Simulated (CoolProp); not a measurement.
Properties of R410A along the isotherm 500 K.

Values from CoolProp's reference Helmholtz-energy equation of state, Lemmon 2003. It is a pseudo-pure fit of the blend.

```tsv
p (kPa)	phase	cv (kJ/(kg K))	Joule-Thomson coefficient (K/MPa)	isothermal compressibility (1/MPa)	Prandtl number
875	gas	0.9865	4.040	1.161	0.829
1750	gas	0.9921	3.997	0.5899	0.834
2630	gas	0.9977	3.949	0.3987	0.841
3500	gas	1.003	3.897	0.3040	0.851
4380	gas	1.009	3.840	0.2464	0.863
5250	supercritical	1.014	3.777	0.2083	0.877
6130	supercritical	1.020	3.708	0.1806	0.894
7000	supercritical	1.025	3.633	0.1599	0.914
7880	supercritical	1.031	3.549	0.1433	0.938
8750	supercritical	1.036	3.457	0.1300	0.963
9630	supercritical	1.040	3.356	0.1187	0.992
10500	supercritical	1.045	3.247	0.1090	1.02
11400	supercritical	1.049	3.125	0.1003	1.06
12300	supercritical	1.054	2.994	0.09241	1.09
```

Viscosity comes from a separate model (Geller 2000). Thermal conductivity comes from a separate model (Geller 2001).
